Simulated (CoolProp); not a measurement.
A single-stage vapour-compression cycle with R13: evaporating at 237.15 K (dew point), condensing at 273.15 K (bubble point), superheat 5 K, subcooling 2 K, compressor efficiency 0.8, no pressure losses. Each further row changes one setting.

Model: reference Helmholtz-energy equation of state, Platzer 1990, in CoolProp. This equation is an older, rougher fit; its heat capacities, sound speeds and derivatives of the liquid may be far off and weren't checked against measurements.

```csv
case,cooling COP,pressure ratio,discharge temperature (K),refrigerating effect (kJ/kg),volumetric capacity (kJ/m³)
as stated,3.99,2.85,294.0,89.1,3720
evaporating temperature 242.15 K,___,2.42,291.5,90.7,4460
condensing temperature 268.15 K,4.86,2.51,287.2,95.1,3970
subcooling 7 K,4.26,2.85,294.0,95.2,3980
superheat 15 K,4.01,2.85,304.1,95.9,3760
compressor efficiency 0.7,___,2.85,___,89.1,3720
```

Problem. Complete the blanks.

Solution. 
- evaporating temperature 242.15 K, cooling COP: 4.85
- compressor efficiency 0.7, cooling COP: 3.49
- compressor efficiency 0.7, discharge temperature (K): 297.8
